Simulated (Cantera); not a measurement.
Feed: 1 mol SiF4, 1 mol C2H2, 440 mol H2, held at 2423.15 K and 24000 Pa.

These are equilibrium values from Cantera (NASA tables, ideal gas, pure condensed phases), not measurements of a reactor. Candidate condensed phases: C, C6H6, C7H8, C8H18, Si, SiC; 113 gas species. The tables' values for SiF2, SiF are old estimates; treat these amounts as uncertain. Gases not in the tables: Si2H6 and higher silanes. Kinetics and transport are ignored.

Base state: H2 0.952, H 0.0353, HF 0.00819, C2H2 (acetylene) 0.00208, Si 0.00132, SiF2 0.000224, SiF 0.000199, SiH 0.000188 (mole fractions); condensed: gas only.

Question: What changes in the equilibrium state with this change: pressure from 24000 Pa to 133 Pa?

Answer: 
```tsv
species	before	after
H2	0.952	0.610
H	0.0353	0.379
HF	0.00819	0.00727
Si	0.00132	0.00167
CH4	1.97e-5	4.92e-8
C3	9.05e-8	2.13e-5
SiH2	8.85e-5	3.98e-7
C	1.24e-7	2.44e-5
SiF2	0.000224	1.93e-6
```
The tables' values for SiF are old estimates; treat these amounts as uncertain.

Question: What changes in the equilibrium state with this change: SiF4 replaced by Si(CH3)4?

Answer: 
| species | before | after |
|---|---|---|
| H2 | 0.952 | 0.956 |
| H | 0.0353 | 0.0354 |
| C2H2 (acetylene) | 0.00208 | 0.00620 |
| HF | 0.00819 | 0 |
| Si | 0.00132 | 0.00143 |
| SiF2 | 0.000224 | 0 |
| SiF | 0.000199 | 0 |
| C4H2 | 1.88e-6 | 1.65e-5 |
| SiC2 | 7.71e-5 | 0.000248 |
| C2H | 4.69e-6 | 1.39e-5 |
